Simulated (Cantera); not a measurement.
A closed system holds: 1 mol Si2Cl6, 150 mol N2, equilibrated at 1427 °C and 1.33 mbar.

Cantera equilibrium calculation (NASA polynomials, part measured and part estimated; ideal gas, pure solids and liquids). Candidate condensed phases: Si, Si3N4; 13 gas species. The feed counts by its element totals alone. The tables' values for SiCl3 are old estimates; treat these amounts as uncertain. Kinetics and transport are ignored.

Base state: N2 0.976, SiCl2 0.0115, Cl 0.0113, SiCl3 0.00122, SiCl4 0.000253 (mole fractions); condensed: gas only.

What changes in the equilibrium state with this change: N2 from 150 to 80 mol?


| species | before | after |
|---|---|---|
| N2 | 0.976 | 0.958 |
| SiCl2 | 0.0115 | 0.0195 |
| Cl | 0.0113 | 0.0183 |
| SiCl4 | 0.000253 | 0.00113 |
| SiCl3 | 0.00122 | 0.00334 |
| Cl2 | 4.59e-6 | 1.21e-5 |

What changes in the equilibrium state with this change: temperature from 1427 °C to 1225 °C?


| species | before | after |
|---|---|---|
| N2 | 0.976 | 0.985 |
| SiCl2 | 0.0115 | 0.00611 |
| SiCl4 | 0.000253 | 0.00419 |
| Cl | 0.0113 | 0.00191 |
| SiCl3 | 0.00122 | 0.00283 |
